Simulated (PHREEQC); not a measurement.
Make-up at 25 °C: 0.025 mol CaCl2, 1.5e-05 mol CO2 and 0.00068 mol MgSO4 per kg of water. Closed to the air; pH follows from the charge balance.

Equilibrium calculation in PHREEQC: ion-association model, phreeqc.dat.

Precipitation was switched off in this run.

Q: Order these S species by the share of S that they hold, largest first: CaSO4, MgSO4, SO4-2.

A: SO4-2 (57 %), CaSO4 (42 %), MgSO4 (1.5 %)

The pH is 5.60 and the ionic strength 0.0765 mol/kgw. Species that the database lacks are ignored.
